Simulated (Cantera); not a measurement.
## Equilibrium for sublimation and decomposition of ceramics: SiC + Si + H2

Charge: 1 mol SiC, 0.068 mol Si, 8.6 mol H2, at 9.00 Torr.

These are equilibrium values from Cantera (NASA tables, ideal gas, pure condensed phases), not measurements of a reactor. Candidate condensed phases: C, C6H6, C7H8, C8H18, Si, SiC; 87 gas species. Mutual solubility and eutectic melting of coexisting phases are not modelled. Gases not in the tables: Si2H6 and higher silanes. Kinetics and transport are ignored.

At 1973 K the condensed part is Si(l) + SiC(s). From 2123 K to 2273 K the condensed part is SiC(s). At 2423 K the condensed part is C(graphite) + SiC(s). At 2573 K the condensed part is C(graphite). From 2723 K to 2873 K nothing is condensed. The main Si-bearing gas is Si throughout.

```tsv
T (K)	x H2	x H	x Si	x SiC2	x C2H2 (acetylene)	n Si(l)	n SiC(s)	n C(graphite)
1973	0.985	0.0122	0.00263	2.35e-7	1.55e-6	0.0415	0.999	0
2123	0.960	0.0321	0.00693	1.45e-5	4.70e-5	0	0.996	0
2273	0.912	0.0732	0.0108	0.000765	0.00194	0	0.944	0
2423	0.791	0.144	0.0434	0.00895	0.00612	0	0.433	0.217
2573	0.645	0.252	0.0662	0.0211	0.00941	0	0	0.271
2723	0.499	0.399	0.0591	0.0259	0.0120	0	0	0
2873	0.344	0.563	0.0563	0.0212	0.00839	0	0	0
```
x: gas mole fraction; n: condensed amount in mol.
